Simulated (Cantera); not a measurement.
An isothermal, constant-pressure homogeneous reactor starts with N2O : O2 = 1 : 0.86 (molar parts), at 1525 K and 0.350 bar.

Computed with Cantera and GRI-Mech 3.0 (53 species, 325 reactions). GRI-Mech 3.0 was tuned for natural gas; its chemistry of N2O as a main component is partial and can be far from experiment. The temperature is held fixed by assumption; the heat of reaction is taken as removed at once.

x: mole fraction; the columns are a selection and need not sum to one.

```tsv
t (s)	x N2O	x O2	x NO	x NO2	x O	x N2
0.000200	0.534	0.463	0.000691	1.62e-7	8.93e-5	0.00239
0.000557	0.528	0.463	0.00199	1.20e-6	8.93e-5	0.00672
0.00155	0.511	0.465	0.00550	7.01e-6	8.91e-5	0.0184
0.00431	0.467	0.470	0.0145	2.86e-5	8.85e-5	0.0487
0.0120	___	0.481	___	___	8.66e-5	___
0.0334	0.197	0.500	0.0684	0.000170	8.00e-5	0.234
0.0928	___	0.519	0.0952	___	___	___
0.258	0.00268	0.526	0.0994	0.000381	1.18e-5	0.372
0.719	6.74e-6	0.526	0.0993	0.000460	7.01e-6	0.374
2.00	3.09e-6	0.526	0.0991	0.000460	7.00e-6	0.374
```

What belongs in the gaps?


- 0.0120, x N2O: 0.366
- 0.0120, x NO: 0.0349
- 0.0120, x NO2: 8.11e-5
- 0.0120, x N2: 0.118
- 0.0928, x N2O: 0.0464
- 0.0928, x NO2: 0.000254
- 0.0928, x O: 5.35e-5
- 0.0928, x N2: 0.340
